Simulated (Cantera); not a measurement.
A perfectly stirred reactor is fed with CH4 : CO2 : H2 = 1 : 1.8 : 1.7 (molar parts), at 120 Torr; it is held at 1875 K, and followed from long to short residence time.

Model: GRI-Mech 3.0 (53 species, 325 reactions), integrated in Cantera.

One state of this run: x CH4 = 0.0328; x CO2 = 0.0875; x H2 = 0.346; x CH2 = 3.43e-6; x CH2CO = 6.09e-5; x H2O = 0.201; x HCO = 1.39e-7. x: mole fraction; the columns are a selection and need not sum to one.

Task: Which value of τ (s) does it belong to?
A) 1.3
B) 0.00023
C) 0.0013
D) 0.041

Result: D, 0.041
